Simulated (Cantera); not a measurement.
What does this Cantera script print?

```python
import numpy as np
import cantera as ct

gas = ct.Solution("gri30.yaml")
gas.TPX = 1673, 52000, {'C2H4': 1, 'H2': 8.7}
reactor = ct.IdealGasConstPressureReactor(gas, energy="off", clone=False)
net = ct.ReactorNet([reactor])
net.rtol, net.atol = 1e-08, 1e-18
show = ['C2H4', 'H2', 'CH4', 'C2H6', 'C2H2', 'CH3', 'C2H']
times = np.geomspace(2e-06, 60, 14)

steps = ct.SolutionArray(gas, extra=["t"])
rows = []
print(f"{'t/s':>10s}{'T/K':>9s}{'P/Pa':>11s}" + "".join(f"{s:>11s}" for s in show))
for t in times:
    while net.time < t:
        t_next = net.step()
        steps.append(gas.state, t=t_next)
    rows.append([np.interp(t, steps.t, y) for y in (steps.T, steps.P, *steps(*show).X.T)])
    print(f"{t:10.3e}{rows[-1][0]:9.1f}{rows[-1][1]:11.4g}" + "".join(f"{x:11.3e}" for x in rows[-1][2:]))
rate = np.gradient(steps.T, steps.t)
print("integrator steps:", len(steps.t))
if steps.T.max() > steps.T[0] + 200:
    print(f"time of steepest temperature rise: {steps.t[rate.argmax()]:.4e} s")
gas.TPX = 1673, 52000, {'C2H4': 1, 'H2': 8.7}
gas.equilibrate("TP")
print(f"equilibrium (TP): T = {gas.T:.1f} K  " + "  ".join(f"{s} {gas[s].X[0]:.3e}" for s in show))
```

Output:

```
       t/s      T/K       P/Pa       C2H4         H2        CH4       C2H6       C2H2        CH3        C2H
 2.000e-06   1673.0    5.2e+04  1.031e-01  8.969e-01  9.229e-12  1.691e-09  2.740e-05  1.802e-11  2.180e-14
 7.520e-06   1673.0    5.2e+04  1.030e-01  8.969e-01  5.516e-10  1.649e-08  1.038e-04  2.988e-10  3.175e-13
 2.827e-05   1673.0    5.2e+04  1.026e-01  8.969e-01  2.670e-08  1.822e-07  4.012e-04  3.803e-09  4.672e-12
 1.063e-04   1673.0    5.2e+04  1.012e-01  8.971e-01  1.204e-06  2.060e-06  1.669e-03  4.532e-08  7.812e-11
 3.997e-04   1673.0    5.2e+04  9.303e-02  8.978e-01  4.839e-05  1.825e-05  9.066e-03  5.018e-07  2.170e-09
 1.503e-03   1673.0    5.2e+04  4.977e-02  9.014e-01  6.164e-04  2.245e-05  4.805e-02  1.896e-06  2.343e-08
 5.649e-03   1673.0    5.2e+04  4.742e-03  9.051e-01  1.374e-03  2.625e-06  8.859e-02  4.330e-06  6.584e-08
 2.124e-02   1673.0    5.2e+04  2.515e-03  9.049e-01  2.077e-03  1.478e-06  9.032e-02  7.761e-06  8.082e-08
 7.986e-02   1673.0    5.2e+04  2.487e-03  9.035e-01  4.531e-03  1.515e-06  8.934e-02  1.652e-05  7.836e-08
 3.003e-01   1673.0    5.2e+04  2.402e-03  8.991e-01  1.185e-02  1.914e-06  8.643e-02  4.156e-05  7.304e-08
 1.129e+00   1673.0    5.2e+04  2.316e-03  8.944e-01  1.976e-02  2.789e-06  8.328e-02  6.751e-05  6.865e-08
 4.244e+00   1673.0    5.2e+04  2.312e-03  8.941e-01  2.021e-02  2.852e-06  8.310e-02  6.898e-05  6.841e-08
 1.596e+01   1673.0    5.2e+04  2.312e-03  8.941e-01  2.021e-02  2.852e-06  8.310e-02  6.898e-05  6.841e-08
 6.000e+01   1673.0    5.2e+04  2.312e-03  8.941e-01  2.021e-02  2.852e-06  8.310e-02  6.898e-05  6.841e-08
integrator steps: 900
equilibrium (TP): T = 1673.0 K  C2H4 2.312e-03  H2 8.941e-01  CH4 2.021e-02  C2H6 2.852e-06  C2H2 8.310e-02  CH3 6.898e-05  C2H 6.841e-08
```

Cantera simulation using GRI-Mech 3.0 (53 species, 325 reactions); the numbers are that mechanism's predictions, not measurements. GRI-Mech 3.0 was tuned for natural gas; its chemistry of ethylene as a main component is partial and can be far from experiment. GRI-Mech 3.0 stops at C3 and has no aromatics, soot or wall deposition, so with more carbon than oxygen in the feed, carbon stays in small species such as C2H2 where larger ones or solid carbon would form.
